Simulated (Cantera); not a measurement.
A freely propagating, adiabatic, planar premixed flame of H2 : O2 : N2 = 1 : 0.909 : 2.73 (molar parts), equivalence ratio 0.55, unburnt at 475 K and 10.0 bar; mixture-averaged transport, grid criteria slope 0.08 and curve 0.16, no radiation.

Computed with Cantera and the H2/O2 subset of GRI-Mech 3.0, which has no nitrogen chemistry. The hydrogen kinetics of GRI-Mech 3.0 are dated; newer H2 mechanisms differ, most at raised pressure. Burning velocities carry a grid error of a few per cent, more on coarse grids. Lean hydrogen flames are cellular in practice and burn faster than this planar one.

Task: Predict: laminar burning velocity; thermal thickness; peak x(OH); peak x(H); peak x(O); peak x(HO2).

Result: 
| Quantity | Value |
|---|---|
| laminar burning velocity | 94.7 cm/s |
| thermal thickness | 0.0365 mm |
| peak x(OH) | 0.00623 |
| peak x(H) | 0.00167 |
| peak x(O) | 0.00226 |
| peak x(HO2) | 0.000995 |
